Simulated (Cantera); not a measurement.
A Cantera script and what it prints.

```python
import numpy as np
import cantera as ct

gas_names = """
    AL ALBr ALBr3 AL2 AL2Br6 Br Br2
""".split()
cond_names = """
    AL(cr) AL(L) ALBr3(s) ALBr3(L) Br2(cr) Br2(L)
""".split()


# ... load() reads the species with a 1 bar reference pressure and builds the phases ...
atoms = {
    'Al': {'AL': 1},
    'Br2': {'Br': 2},
}
top_T = {}  # K; cautious upper limits of use, not melting points


# ... equilibrate(T, P, feed) seeds the gas with the atoms and calls Mixture.equilibrate('TP', solver="vcs", rtol=1e-11, max_steps=5000) ...
results = []
feed = {'Al': 1, 'Br2': 0.33}  # mol
T = 1500  # K
P = 133.322  # Pa
mix = equilibrate(T, P, feed)
results.append((T, P, feed, dict(zip(mix.species_names, mix.species_moles))))
x = sorted(zip(gas.X, gas.species_names), reverse=True)
print(f"T = {T:g} K  P = {P:g} Pa  gas = {mix.phase_moles(0):.4g} mol")
print("   x: " + "  ".join(f"{s} {v:.3e}" for v, s in x if v > 0.0001))
print("   condensed (mol): " + ("  ".join(f"{mix.phase(i).name} {mix.phase_moles(i):.4g}"
      for i in range(1, mix.n_phases) if mix.phase_moles(i) > 1e-12) or "none"))
```

Result:

```
T = 1500 K  P = 133.322 Pa  gas = 0.6666 mol
   x: ALBr 9.900e-01  AL 9.910e-03
   condensed (mol): AL(L) 0.3334
```

Equilibrium computed with Cantera from the NASA thermochemical tables; the gas is ideal and each condensed phase is pure.
